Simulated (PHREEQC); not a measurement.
Dissolve 0.088 mol H3PO4, 0.035 mol HNO3 and 0.0005 mol H4SiO4 per kg of water at 49 °C. Closed to the air; pH follows from the charge balance.

Equilibrium calculation in PHREEQC: ion-association model, phreeqc.dat.

| quantity | before | after |
|---|---|---|
| pH | 1.40 | 1.50 |
| ionic strength (mol/kgw) | 0.0471 | 0.0365 |
| H2PO4- (mol/kgw) | 0.0121 | 0.00146 |
| HPO4-2 (mol/kgw) | 3.84e-8 | 5.60e-9 |

Problem. Name the change that produced these shifts.
A. H3PO4 from 0.088 to 0.0088 mol/kgw
B. diluted 5-fold with water
C. H4SiO4 left out
D. HNO3 left out
E. HNO3 from 0.035 to 0.07 mol/kgw

Solution. A, H3PO4 from 0.088 to 0.0088 mol/kgw

Precipitation was switched off in this run. Some of these states are supersaturated (in Quartz (slow to form), for instance). At this temperature some constants are extrapolated from 25 °C, and those without enthalpy data are left unchanged.
